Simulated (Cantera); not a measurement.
A closed system holds: 1 mol Pb, 1.2 mol CO, 2.5 mol N2, at 1250 K.

Equilibrium computed with Cantera from the NASA thermochemical tables; the gas is ideal and each condensed phase is pure. Candidate condensed phases: C, Pb, PbO, PbO2, Pb3O4; 27 gas species. Equilibrium is a limit: real reactors are often held back by kinetics, nucleation or transport.

Question: At 7500 Torr, list the 4 most abundant gas species with their mole fractions, and the condensed phases.

Answer: N2 0.682, CO 0.309, CO2 0.00918, Pb 0.000134. Condensed: C(graphite) + Pb(l).
